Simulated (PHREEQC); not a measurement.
Dissolve 3.7 mmol/kgw HBr, 94 mmol/kgw FeCl3 and 4.5 mmol/kgw MgCl2 at 25 °C. Closed to the air; pH follows from the charge balance.

Equilibrium calculation in PHREEQC: ion-association model, phreeqc.dat.

```json
{
  "pH": "1.84",
  "ionic_strength": "0.385 mol/kgw",
  "activity_of_water": "0.994",
  "total_alkalinity": "-192 meq/kg"
}
```

```
species     molality  activity   log γ
----------  --------  --------  ------
Cl-            0.225     0.150  -0.175
FeCl+2        0.0452    0.0107  -0.627
Fe+3          0.0238   0.00235  -1.005
H+            0.0187    0.0144  -0.112
FeCl2+        0.0103   0.00717  -0.157
Mg+2         0.00450   0.00136  -0.520
Fe2(OH)2+4   0.00448   2.95e-5  -2.182
FeOH+2       0.00443   0.00105  -0.627
Br-          0.00370   0.00235  -0.196
Fe3(OH)4+5  0.000377   1.47e-7  -3.410
FeCl3        9.85e-5  0.000108   0.038
Fe(OH)2+     3.38e-5   2.39e-5  -0.151
```

No solid was allowed to form. Saturation is exceeded, for instance for Hematite (slow to form), Goethite (slow to form); the values hold only as long as no solid forms.
